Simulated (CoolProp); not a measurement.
Computed with CoolProp (reference Helmholtz-energy equation of state, Lemmon 2006). It is a short technical equation, of lower accuracy than the large ones.

Give the vapour pressure (kPa), liquid density (kg/m³), vapour Z, surface tension (mN/m) of saturated carbon monoxide at 120.2, 125.6 K.


| T (K) | p (kPa) | liquid density (kg/m³) | vapour Z | surface tension (mN/m) |
|---|---|---|---|---|
| 120.2 | 1900 | 573 | 0.666 | 1.91 |
| 125.6 | 2490 | 520 | 0.581 | 1.01 |

Surface tension comes from a separate correlation (Mulero 2012).
